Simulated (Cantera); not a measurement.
An isothermal, constant-pressure homogeneous reactor starts with 0.577 % H2, 99.4 % O2, at 1300 K and 0.00390 bar.

Detailed kinetics in Cantera: the H2/O2 subset of GRI-Mech 3.0, which has no nitrogen chemistry. Radical loss at walls, strong at low pressure, is not modelled.

x: mole fraction; the columns are a selection and need not sum to one.

```json
[
 {"t (s)": "9.00e-6", "x H2": "0.00577", "x O2": "0.994", "x H": "7.57e-11", "x O": "3.67e-12", "x H2O": "<1e-12"},
 {"t (s)": "2.51e-5", "x H2": "0.00577", "x O2": "0.994", "x H": "1.94e-10", "x O": "2.70e-11", "x H2O": "<1e-12"},
 {"t (s)": "7.00e-5", "x H2": "0.00577", "x O2": "0.994", "x H": "4.39e-10", "x O": "1.81e-10", "x H2O": "2.68e-12"},
 {"t (s)": "0.000195", "x H2": "0.00577", "x O2": "0.994", "x H": "7.63e-10", "x O": "1.00e-9", "x H2O": "4.42e-11"},
 {"t (s)": "0.000545", "x H2": "0.00577", "x O2": "0.994", "x H": "1.07e-9", "x O": "4.30e-9", "x H2O": "5.66e-10"},
 {"t (s)": "0.00152", "x H2": "0.00577", "x O2": "0.994", "x H": "1.92e-9", "x O": "1.76e-8", "x H2O": "6.10e-9"},
 {"t (s)": "0.00424", "x H2": "0.00577", "x O2": "0.994", "x H": "7.40e-9", "x O": "1.10e-7", "x H2O": "7.96e-8"},
 {"t (s)": "0.0118", "x H2": "0.00576", "x O2": "0.994", "x H": "(withheld)", "x O": "(withheld)", "x H2O": "(withheld)"},
 {"t (s)": "0.0330", "x H2": "0.000985", "x O2": "0.990", "x H": "0.000211", "x O": "0.00381", "x H2O": "0.00403"},
 {"t (s)": "0.0921", "x H2": "1.39e-5", "x O2": "0.989", "x H": "0.000121", "x O": "0.00519", "x H2O": "0.00538"},
 {"t (s)": "0.257", "x H2": "1.35e-5", "x O2": "0.989", "x H": "0.000116", "x O": "0.00504", "x H2O": "0.00539"},
 {"t (s)": "0.717", "x H2": "1.26e-5", "x O2": "0.989", "x H": "0.000104", "x O": "0.00466", "x H2O": "0.00541"},
 {"t (s)": "2.00", "x H2": "1.03e-5", "x O2": "0.990", "x H": "7.64e-5", "x O": "0.00380", "x H2O": "0.00546"}
]
```

Question: Some entries are withheld; supply them.

Answer: 
- 0.0118, x H: 2.18e-7
- 0.0118, x O: 3.69e-6
- 0.0118, x H2O: 3.81e-6
